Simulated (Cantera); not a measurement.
A Cantera script and its output.

```python
import numpy as np
import cantera as ct

gas = ct.Solution("gri30.yaml")
gas.TPX = 1650, 960000, {'CH4': 1, 'H2': 0.059, 'O2': 5.49, 'N2': 20.6}
reactor = ct.IdealGasConstPressureReactor(gas, energy="on", clone=False)
net = ct.ReactorNet([reactor])
net.rtol, net.atol = 1e-08, 1e-16
show = ['CH4', 'H2', 'O2', 'HO2', 'C2H2']
times = np.geomspace(3e-06, 7, 16)

steps = ct.SolutionArray(gas, extra=["t"])
rows = []
print(f"{'t/s':>10s}{'T/K':>9s}{'P/Pa':>11s}" + "".join(f"{s:>11s}" for s in show))
for t in times:
    while net.time < t:
        t_next = net.step()
        steps.append(gas.state, t=t_next)
    rows.append([np.interp(t, steps.t, y) for y in (steps.T, steps.P, *steps(*show).X.T)])
    print(f"{t:10.3e}{rows[-1][0]:9.1f}{rows[-1][1]:11.4g}" + "".join(f"{x:11.3e}" for x in rows[-1][2:]))
rate = np.gradient(steps.T, steps.t)
print("integrator steps:", len(steps.t))
if steps.T.max() > steps.T[0] + 200:
    print(f"time of steepest temperature rise: {steps.t[rate.argmax()]:.4e} s")
gas.TPX = 1650, 960000, {'CH4': 1, 'H2': 0.059, 'O2': 5.49, 'N2': 20.6}
gas.equilibrate("HP")
print(f"equilibrium (HP): T = {gas.T:.1f} K  " + "  ".join(f"{s} {gas[s].X[0]:.3e}" for s in show))
```

Output:

```
       t/s      T/K       P/Pa        CH4         H2         O2        HO2       C2H2
 3.000e-06   1649.9    9.6e+05  3.681e-02  2.174e-03  2.022e-01  4.786e-06  2.094e-12
 7.974e-06   1650.0    9.6e+05  3.670e-02  2.173e-03  2.021e-01  1.217e-05  3.086e-10
 2.119e-05   1658.4    9.6e+05  3.465e-02  2.312e-03  2.007e-01  6.651e-05  2.810e-07
 5.633e-05   2393.6    9.6e+05  3.122e-16  3.511e-04  1.261e-01  1.175e-05  2.512e-19
 1.497e-04   2406.4    9.6e+05  1.346e-17  2.486e-04  1.261e-01  1.140e-05  4.497e-21
 3.979e-04   2405.8    9.6e+05  5.666e-20  2.479e-04  1.259e-01  1.137e-05  3.042e-24
 1.058e-03   2404.1    9.6e+05  4.926e-20  2.462e-04  1.255e-01  1.129e-05  9.013e-25
 2.811e-03   2400.0    9.6e+05  4.647e-20  2.421e-04  1.245e-01  1.110e-05  7.310e-25
 7.471e-03   2392.0    9.6e+05  4.173e-20  2.341e-04  1.226e-01  1.073e-05  6.068e-25
 1.986e-02   2382.5    9.6e+05  3.665e-20  2.250e-04  1.204e-01  1.031e-05  4.775e-25
 5.278e-02   2379.0    9.6e+05  3.492e-20  2.217e-04  1.195e-01  1.016e-05  4.371e-25
 1.403e-01   2378.9    9.6e+05  3.487e-20  2.216e-04  1.195e-01  1.015e-05  4.358e-25
 3.728e-01   2378.9    9.6e+05  3.487e-20  2.216e-04  1.195e-01  1.015e-05  4.358e-25
 9.909e-01   2378.9    9.6e+05  3.487e-20  2.216e-04  1.195e-01  1.015e-05  4.358e-25
 2.634e+00   2378.9    9.6e+05  3.487e-20  2.216e-04  1.195e-01  1.015e-05  4.358e-25
 7.000e+00   2378.9    9.6e+05  3.487e-20  2.216e-04  1.195e-01  1.015e-05  4.358e-25
integrator steps: 1707
time of steepest temperature rise: 3.5593e-05 s
equilibrium (HP): T = 2378.9 K  CH4 5.277e-20  H2 2.216e-04  O2 1.195e-01  HO2 1.015e-05  C2H2 5.188e-25
```

Computed with Cantera and GRI-Mech 3.0 (53 species, 325 reactions).
